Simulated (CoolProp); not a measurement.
Vapour-liquid equilibrium of toluene (1) + n-nonane (2) at 24.5 kPa; x and y are mole fractions of (1).

The numbers come from the multi-fluid Helmholtz-energy mixture model, Lemmon 2006 and Lemmon 2006; pair parameters Bell 2016 in CoolProp.

### Question
Give the bubble temperature and the first vapour's composition at x = 0.05, 0.35, 0.75. Is there an azeotrope?

### Answer
x = 0.05: 372.8 K, y = 0.191; x = 0.35: 355.2 K, y = 0.707; x = 0.75: 344.7 K, y = 0.911. No azeotrope shows between x = 0.05 and 0.95.

Pair parameters are fitted to limited data, so mixtures are less certain than the pure fluids.
